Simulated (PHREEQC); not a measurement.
Make-up at 25 °C: 0.0043 mol KCl, 0.0049 mol MgSO4 and 0.025 mol NaCl per kg of water. Closed to the air; pH follows from the charge balance.

Computed with PHREEQC (ion-association model, phreeqc.dat).

This is a speciation only: nothing precipitates in the calculation.

What ionic strength does the model give?

ionic strength 0.0450 mol/kgw.

In which forms is K present?

K+ 99 %, KSO4- 1.2 % of the K.

Species that the database lacks are ignored.
